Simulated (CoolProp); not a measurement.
A single-stage vapour-compression cycle with the fluid: evaporating at 321.15 K (dew point), condensing at 370.15 K (bubble point), superheat 0 K, subcooling 0 K, compressor efficiency 0.75, no pressure losses. The same conditions are run with several fluids, on thermodynamics alone (safety and materials aside).

Values from CoolProp's reference Helmholtz-energy equation of state of each fluid (n-perfluorohexane: Gao 2022; n-hexane: Thol 2019; dimethyl carbonate: Zhou 2011; R114: Platzer 1990; R1233zd(E): Akasaka 2022; R236EA: Rui 2013). The equations of Platzer and Polt are older, rougher fits.

**Question.** Rank n-perfluorohexane, n-hexane, dimethyl carbonate, R114, R1233zd(E), R236EA by cooling COP, highest first.

**Answer.** dimethyl carbonate (4.23), n-hexane (3.80), R1233zd(E) (3.68), R114 (3.24), R236EA (3.15), n-perfluorohexane (2.52)

| fluid | pressure ratio | discharge temperature (K) | refrigerating effect (kJ/kg) | volumetric capacity (kJ/m³) |
|---|---|---|---|---|
| n-perfluorohexane | 4.47 | 370.1 | 31.9 | 312 |
| n-hexane | 4.53 | 370.1 | 228 | 382 |
| dimethyl carbonate | 5.88 | 379.1 | 310 | 225 |
| R114 | 3.16 | 370.1 | 64.8 | 1980 |
| R1233zd(E) | 3.53 | 370.5 | 115 | 1690 |
| R236EA | 3.44 | 370.2 | 74.9 | 2080 |

The compression ends wet for: n-perfluorohexane; n-hexane; R114; R236EA.
